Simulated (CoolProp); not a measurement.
Properties of R123 along the isotherm 500 K (Tc = 456.8 K, pc = 3.662 MPa, ω = 0.282).

Values from CoolProp's reference Helmholtz-energy equation of state, Younglove 1994. It is a modified Benedict-Webb-Rubin equation, recast in Helmholtz form.

```tsv
p (MPa)	phase	Z	Joule-Thomson coefficient (K/MPa)	expansivity (1/kK)	Prandtl number
3.33	gas	0.7326	10.14	5.650	0.883
6.66	supercritical	0.4056	6.358	16.41	2.37
9.99	supercritical	0.4371	1.796	6.189	2.59
13.3	supercritical	0.5250	0.8805	4.071	2.63
16.6	supercritical	0.6174	0.4947	3.179	2.67
20	supercritical	0.7126	0.2730	2.660	2.71
23.3	supercritical	0.8040	0.1348	2.330	2.75
26.6	supercritical	0.8942	0.03743	2.093	2.80
30	supercritical	0.9860	-0.03689	1.908	2.84
33.3	supercritical	1.074	-0.09252	1.766	2.88
36.6	supercritical	1.161	-0.1369	1.651	2.92
```

Viscosity comes from a separate model (Tanaka 1996). Thermal conductivity comes from a separate model (Laesecke 1996).
